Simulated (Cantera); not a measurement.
Input (Python, Cantera) and output of one run.

```python
import numpy as np
import cantera as ct

gas_names = """
    C CO CO2 C2 C2O C3 C3O2 C4 C5 Fe FeC5O5 FeO O O2 O3
""".split()
cond_names = """
    C(gr) Fe(a) Fe(c) Fe(d) Fe(L) FeC5O5(L) FeO(s) FeO(L) Fe2O3(s) Fe3O4(s)
""".split()


# ... load() reads the species with a 1 bar reference pressure and builds the phases ...
atoms = {
    'Fe2O3': {'Fe': 2, 'O': 3},
    'C': {'C': 1},
    'CO': {'C': 1, 'O': 1},
}
top_T = {'C(gr)': 4500, 'Fe2O3(s)': 1830, 'Fe3O4(s)': 1870}  # K; cautious upper limits of use, not melting points


# ... equilibrate(T, P, feed) seeds the gas with the atoms and calls Mixture.equilibrate('TP', solver="vcs", rtol=1e-11, max_steps=5000) ...
results = []
feed = {'Fe2O3': 1, 'C': 1.6, 'CO': 0.34}  # mol
P = 2100  # Pa
for T in [1375, 1425, 1475, 1525, 1575, 1625, 1675, 1725, 1775, 1825, 1875, 1925, 1975, 2025]:
    mix = equilibrate(T, P, feed)
    results.append((T, P, feed, dict(zip(mix.species_names, mix.species_moles))))

top = {s: max(r[3][s] / sum(r[3][g] for g in gas_names) for r in results) for s in gas_names}
cols = sorted((s for s in top if top[s] > 0.001), key=lambda s: -top[s])[:5]
seen = [c for c in cond_names if any(r[3].get(c, 0) > 1e-12 for r in results)]
print("log10 of partial pressures in bar; condensed amounts in mol")
print(f"{'T/K':>10s}" + "".join(f"{s[:9]:>10s}" for s in cols + seen))
for T, P, feed, n in results:
    ng = sum(n[g] for g in gas_names)
    print(f"{T:10.4g}" + "".join(f"{np.log10(max(n[s] / ng * P / 1e5, 1e-99)):10.3f}" for s in cols)
          + "".join(f"{n.get(c, 0):10.4g}" for c in seen))
```

Result:

```
log10 of partial pressures in bar; condensed amounts in mol
       T/K        CO       CO2        Fe     Fe(c)     Fe(d)     Fe(L)    FeO(s)    FeO(L)
      1375    -1.748    -2.503    -8.086    0.8902         0         0      1.11         0
      1425    -1.746    -2.516    -7.554    0.8817         0         0     1.118         0
      1475    -1.744    -2.528    -7.059    0.8738         0         0     1.126         0
      1525    -1.742    -2.540    -6.597    0.8665         0         0     1.133         0
      1575    -1.740    -2.551    -6.165    0.8597         0         0      1.14         0
      1625    -1.739    -2.562    -5.761    0.8532         0         0     1.147         0
      1675    -1.736    -2.582    -5.382         0    0.8416         0         0     1.158
      1725    -1.732    -2.610    -5.026         0    0.8258         0         0     1.173
      1775    -1.729    -2.638    -4.691         0    0.8111         0         0     1.187
      1825    -1.726    -2.661    -4.378         0         0    0.7982         0     1.198
      1875    -1.726    -2.677    -4.091         0         0    0.7876         0     1.205
      1925    -1.725    -2.693    -3.819         0         0    0.7747         0     1.211
      1975    -1.727    -2.709    -3.562         0         0    0.7573         0     1.217
      2025    -1.730    -2.726    -3.318         0         0    0.7321         0     1.222
```

Equilibrium computed with Cantera from the NASA thermochemical tables; the gas is ideal and each condensed phase is pure. Each liquid is taken as pure. Mutual solubility and eutectic melting of coexisting phases are not modelled. The tables' stoichiometric FeO is somewhat more stable than real wüstite, so its field is too wide. FeO: taken at fixed stoichiometry.
